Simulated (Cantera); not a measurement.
Cantera run:

```python
import numpy as np
import cantera as ct

gas_names = """
    C CO CO2 C2 C2O C3 C3O2 C4 C5 Fe FeC5O5 FeO O O2 O3
""".split()
cond_names = """
    C(gr) Fe(a) Fe(c) Fe(d) Fe(L) FeC5O5(L) FeO(s) FeO(L) Fe2O3(s) Fe3O4(s)
""".split()


# ... load() reads the species with a 1 bar reference pressure and builds the phases ...
atoms = {
    'Fe3O4': {'Fe': 3, 'O': 4},
    'C': {'C': 1},
    'CO': {'C': 1, 'O': 1},
}
top_T = {'C(gr)': 4500, 'Fe2O3(s)': 1830, 'Fe3O4(s)': 1870}  # K; cautious upper limits of use, not melting points


# ... equilibrate(T, P, feed) seeds the gas with the atoms and calls Mixture.equilibrate('TP', solver="vcs", rtol=1e-11, max_steps=5000) ...
results = []
feed = {'Fe3O4': 1, 'C': 0.81, 'CO': 0.083}  # mol
P = 580  # Pa
for T in [1100, 1200, 1300, 1400, 1500, 1600, 1700, 1800, 1900, 2000, 2100, 2200]:
    mix = equilibrate(T, P, feed)
    results.append((T, P, feed, dict(zip(mix.species_names, mix.species_moles))))

top = {s: max(r[3][s] / sum(r[3][g] for g in gas_names) for r in results) for s in gas_names}
cols = sorted((s for s in top if top[s] > 1e-06), key=lambda s: -top[s])[:8]
seen = [c for c in cond_names if any(r[3].get(c, 0) > 1e-12 for r in results)]
print("log10 of partial pressures in bar; condensed amounts in mol")
print(f"{'T/K':>10s}" + "".join(f"{s[:9]:>10s}" for s in cols + seen))
for T, P, feed, n in results:
    ng = sum(n[g] for g in gas_names)
    print(f"{T:10.4g}" + "".join(f"{np.log10(max(n[s] / ng * P / 1e5, 1e-99)):10.3f}" for s in cols)
          + "".join(f"{n.get(c, 0):10.4g}" for c in seen))
```

Output:

```
log10 of partial pressures in bar; condensed amounts in mol
       T/K        CO       CO2        Fe       FeO        O2         O    FeO(s)    FeO(L)
      1100    -2.340    -2.909   -11.982   -15.961   -18.885   -18.045         3         0
      1200    -2.340    -2.909   -10.431   -13.961   -16.653   -15.927         3         0
      1300    -2.340    -2.909    -9.124   -12.277   -14.767   -14.136         3         0
      1400    -2.340    -2.909    -8.009   -10.840   -13.153   -12.601         3         0
      1500    -2.340    -2.909    -7.047    -9.602   -11.757   -11.270         3         0
      1600    -2.341    -2.908    -6.209    -8.523   -10.537   -10.107         3         0
      1700    -2.341    -2.908    -5.497    -7.600    -9.460    -9.080         0         3
      1800    -2.343    -2.905    -4.892    -6.805    -8.498    -8.164         0     2.998
      1900    -2.348    -2.897    -4.364    -6.098    -7.620    -7.335         0     2.993
      2000    -2.362    -2.877    -3.913    -5.467    -6.786    -6.568         0      2.98
      2100    -2.393    -2.838    -3.546    -4.899    -5.958    -5.836         0     2.952
      2200    -2.449    -2.787    -3.259    -4.386    -5.117    -5.127         0     2.898
```

Method: chemical equilibrium by Gibbs-energy minimisation in Cantera with the NASA 1993 tables (ideal gas, pure condensed phases). The tables' stoichiometric FeO is somewhat more stable than real wüstite, so its field is too wide. FeO: taken at fixed stoichiometry.
